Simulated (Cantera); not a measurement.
**Gas-phase reforming**

A perfectly stirred reactor is fed with 72.3 % CH₄, 21.7 % H₂O, 6.00 % H₂, at 1.00 atm; it is held at 1950 K, and followed from long to short residence time.

Detailed kinetics in Cantera: GRI-Mech 3.0 (53 species, 325 reactions). GRI-Mech 3.0 stops at C3 and has no aromatics, soot or wall deposition, so with more carbon than oxygen in the feed, carbon stays in small species such as C2H2 where larger ones or solid carbon would form.

| τ (s) | x CH₄ | x H₂O | x H₂ | x CH₃ | x CH₂O |
|---|---|---|---|---|---|
| 0.84 | 0.00956 | 0.00469 | 0.746 | 0.000250 | 4.80e-8 |
| 0.24 | 0.0159 | 0.0144 | 0.734 | 0.000415 | 1.06e-7 |
| 0.068 | 0.0279 | 0.0371 | 0.708 | 0.000729 | 3.69e-7 |
| 0.020 | 0.0487 | 0.0716 | 0.667 | 0.00127 | 1.21e-6 |
| 0.0056 | 0.0885 | 0.108 | 0.609 | 0.00227 | 3.30e-6 |
| 0.0016 | 0.159 | 0.136 | 0.535 | 0.00395 | 7.36e-6 |
| 0.00046 | 0.274 | 0.158 | 0.430 | 0.00652 | 1.47e-5 |
| 0.00013 | 0.433 | 0.183 | 0.289 | 0.00978 | 2.65e-5 |
x: mole fraction; the columns are a selection and need not sum to one.
